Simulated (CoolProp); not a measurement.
Vapour-liquid equilibrium of m-xylene (1) + n-undecane (2) at 493.6 K; x and y are mole fractions of (1).

Model: multi-fluid Helmholtz-energy mixture model, Zhou 2012 and Aleksandrov 2011; pair parameters Bell 2016, in CoolProp.

| x | bubble pressure, mixture model (kPa) | bubble pressure, Raoult's law (kPa) | y, mixture model | y, Raoult's law |
|---|---|---|---|---|
| 0.05 | 196.9 | 200.0 | … | 0.150 |
| 0.15 | 233.6 | 242.1 | 0.328 | 0.372 |
| 0.25 | … | 284.2 | 0.480 | 0.528 |
| 0.35 | 310.2 | 326.3 | 0.599 | 0.644 |
| 0.45 | 350.7 | 368.4 | 0.695 | 0.733 |
| 0.55 | … | 410.6 | 0.774 | 0.804 |
| 0.65 | 436.4 | 452.7 | 0.840 | 0.862 |
| 0.75 | 481.6 | 494.8 | 0.896 | 0.910 |
| 0.85 | 528.3 | 536.9 | … | 0.950 |
| 0.95 | … | 579.0 | 0.983 | 0.985 |

Problem. Some entries are withheld; supply them.

Solution. 
- 0.05, y, mixture model: 0.127
- 0.25, bubble pressure, mixture model (kPa): 271.3
- 0.55, bubble pressure, mixture model (kPa): 392.7
- 0.85, y, mixture model: 0.943
- 0.95, bubble pressure, mixture model (kPa): 576.0

The largest gap from Raoult's law is -4.9 % in bubble pressure, at x = 0.35. No azeotrope shows between x = 0.05 and 0.95.

The pair parameters rest on a limited set of measurements; away from them the model extrapolates.
